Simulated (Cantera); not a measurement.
Charge: 1 mol ZrN, 0.25 mol H2, at 2898.15 K and 0.270 bar.

These are equilibrium values from Cantera (NASA tables, ideal gas, pure condensed phases), not measurements of a reactor. Candidate condensed phases: Zr, ZrN; 11 gas species. Mutual solubility and eutectic melting of coexisting phases are not modelled. ZrN: taken at fixed stoichiometry. Condensed phases not in the tables: N, O or C dissolved in the metal. The numbers say what is thermodynamically allowed, not how fast it happens.

Base state: H2 0.801, H 0.197, N2 0.00122, Zr 0.000458 (mole fractions); condensed: Zr(l) + ZrN(s).

Task: What changes in the equilibrium state with this change: temperature from 2898.15 K to 2748 K?

Result: 
```
species        before     after
-----------  --------  --------
H2              0.801     0.877
H               0.197     0.122
N2            0.00122  0.000223
Zr           0.000458  0.000125
Zr(l), mol   0.000551         0
ZrN(s), mol     0.999     1.000
```

Task: What changes in the equilibrium state with this change: temperature from 2898.15 K to 2575 K?

Result: 
```tsv
species	before	after
H2	0.801	0.935
H	0.197	0.0645
N2	0.00122	2.45e-5
Zr	0.000458	2.31e-5
Zr(l), mol	0.000551	0
ZrN(s), mol	0.999	1.000
```

Task: What changes in the equilibrium state with this change: temperature from 2898.15 K to 2175 K?

Result: 
```csv
species,before,after
H2,0.801,0.991
H,0.197,0.00935
Zr,0.000458,1.26e-7
N2,0.00122,6.27e-8
"Zr(l), mol",0.000551,0
"ZrN(s), mol",0.999,1.00
```
